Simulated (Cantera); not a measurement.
Input (Python, Cantera) and output of one run.

```python
import numpy as np
import cantera as ct

gas_names = [...]  # 110 gases of nasa_gas.yaml made of C, F, H
cond_names = """
    C(gr) C6H6(L) C7H8(L) C8H18(L),n-octa
""".split()


# ... load() reads the species with a 1 bar reference pressure and builds the phases ...
atoms = {
    'CF4': {'C': 1, 'F': 4},
    'F2': {'F': 2},
    'H2': {'H': 2},
}
top_T = {'C(gr)': 4500}  # K; cautious upper limits of use, not melting points


# ... equilibrate(T, P, feed) seeds the gas with the atoms and calls Mixture.equilibrate('TP', solver="vcs", rtol=1e-11, max_steps=5000) ...
results = []
feed = {'CF4': 1, 'F2': 0.022, 'H2': 1.6}  # mol
P = 63000  # Pa
for T in [2500, 2750, 3000, 3250, 3500, 3750, 4000, 4250, 4500, 4750, 5000]:
    mix = equilibrate(T, P, feed)
    results.append((T, P, feed, dict(zip(mix.species_names, mix.species_moles))))

top = {s: max(r[3][s] / sum(r[3][g] for g in gas_names) for r in results) for s in gas_names}
cols = sorted((s for s in top if top[s] > 0.0001), key=lambda s: -top[s])[:7]
seen = [c for c in cond_names if any(r[3].get(c, 0) > 1e-12 for r in results)]
print("log10 of partial pressures in bar; condensed amounts in mol")
print(f"{'T/K':>10s}" + "".join(f"{s[:9]:>10s}" for s in cols + seen))
for T, P, feed, n in results:
    ng = sum(n[g] for g in gas_names)
    print(f"{T:10.4g}" + "".join(f"{np.log10(max(n[s] / ng * P / 1e5, 1e-99)):10.3f}" for s in cols)
          + "".join(f"{n.get(c, 0):10.4g}" for c in seen))
```

Output:

```
log10 of partial pressures in bar; condensed amounts in mol
       T/K        HF         F         H         C       CF2        C3        CF     C(gr)
      2500    -0.251    -1.756    -4.374    -6.779    -1.456    -6.304    -3.242    0.7092
      2750    -0.269    -1.366    -3.656    -5.423    -1.369    -4.773    -2.550    0.7109
      3000    -0.284    -1.155    -2.940    -4.295    -1.528    -3.506    -2.092    0.7585
      3250    -0.304    -1.045    -2.273    -3.342    -1.803    -2.441    -1.775    0.7071
      3500    -0.363    -0.992    -1.700    -2.533    -2.130    -1.552    -1.553         0
      3750    -0.433    -0.865    -1.300    -2.106    -2.529    -1.606    -1.557         0
      4000    -0.555    -0.748    -1.017    -1.764    -2.896    -1.748    -1.585         0
      4250    -0.738    -0.653    -0.834    -1.502    -3.278    -1.995    -1.660         0
      4500    -0.977    -0.589    -0.727    -1.323    -3.712    -2.374    -1.800         0
      4750    -1.251    -0.552    -0.670    -1.219    -4.197    -2.883    -2.004         0
      5000    -1.534    -0.532    -0.642    -1.167    -4.704    -3.468    -2.243         0
```

Cantera equilibrium calculation (NASA polynomials, part measured and part estimated; ideal gas, pure solids and liquids). Gases not in the tables: C2F6 and larger saturated fluorocarbons.
